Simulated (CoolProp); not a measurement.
Vapour-liquid equilibrium of R13 (1) + propylene (2) at 188.7 K; x and y are mole fractions of (1).

Model: multi-fluid Helmholtz-energy mixture model, Platzer 1990 and Lemmon 2013; pair parameters Bell 2016, in CoolProp. This equation is an older, rougher fit; its heat capacities, sound speeds and derivatives of the liquid may be far off and weren't checked against measurements.

```tsv
x	bubble pressure, mixture model (MPa)	bubble pressure, Raoult's law (MPa)	y, mixture model	y, Raoult's law
0.05	?	0.01663	0.439	0.258
0.2	0.04210	0.02757	?	0.623
0.35	0.05457	0.03850	0.823	0.781
0.5	0.06307	0.04943	?	0.869
0.65	0.06986	0.06037	?	0.925
0.8	0.07636	0.07130	0.934	0.964
0.95	0.08337	0.08224	0.980	0.992
```

### Question
Complete the blanks.

### Answer

- 0.05, bubble pressure, mixture model (MPa): 0.02215
- 0.2, y, mixture model: 0.740
- 0.5, y, mixture model: 0.866
- 0.65, y, mixture model: 0.899

The largest gap from Raoult's law is +52.7 % in bubble pressure, at x = 0.2. No azeotrope shows between x = 0.05 and 0.95.

The pair parameters rest on a limited set of measurements; away from them the model extrapolates. With so large a gap from Raoult's law the liquid may split in two, which this calculation doesn't test in full.
